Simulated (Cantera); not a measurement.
A closed system holds: 1 mol SiH4, 0.52 mol Cl2, 5 mol N2, equilibrated at 1.33 mbar.

Cantera equilibrium calculation (NASA polynomials, part measured and part estimated; ideal gas, pure solids and liquids). Candidate condensed phases: NH4Cl, Si, Si3N4; 28 gas species. The tables' values for SiCl3, SiCl are old estimates; treat these amounts as uncertain. Kinetics and transport are ignored. All values below are at 1573 K.

Base state: N2 0.640, H2 0.244, HCl 0.0811, SiCl2 0.0330, H 0.000551, SiCl3 0.000315, Cl 0.000145, SiCl 3.61e-5 (mole fractions); condensed: Si3N4(s).

Task: What changes in the equilibrium state with this change: Cl2 from 0.52 to 0.0034 mol?

Result: 
```json
[
 {"species": "N2", "before": "0.640", "after": "0.684"},
 {"species": "H2", "before": "0.244", "after": "0.315"},
 {"species": "HCl", "before": "0.0811", "after": "0.00106"},
 {"species": "SiCl2", "before": "0.0330", "after": "4.21e-6"},
 {"species": "Si", "before": "1.49e-5", "after": "1.43e-5"},
 {"species": "SiCl3", "before": "0.000315", "after": "<1e-9"},
 {"species": "SiCl", "before": "3.61e-5", "after": "3.99e-7"},
 {"species": "Cl", "before": "0.000145", "after": "1.68e-6"},
 {"species": "Si3N4(s), mol", "before": "0.255", "after": "0.333"}
]
```
